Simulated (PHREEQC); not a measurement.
Dissolve 12 mmol/kgw HF, 0.71 mmol/kgw NH4HF2 and 0.2 mmol/kgw H4SiO4 at 25 °C. Closed to the air; pH follows from the charge balance.

Computed with PHREEQC (ion-association model, phreeqc.dat).

Question: The ionic strength comes out as 0.00345 mol/kgw. What activity coefficients do F-, HF2-, SiF6-2, NH4+, H+ get?

Answer: F- 0.94, HF2- 0.94, SiF6-2 0.78, NH4+ 0.94, H+ 0.94.

No solid was allowed to form. Complexes and solids missing from the database can't appear. SiF6-2 is the database's only silicon fluoride.
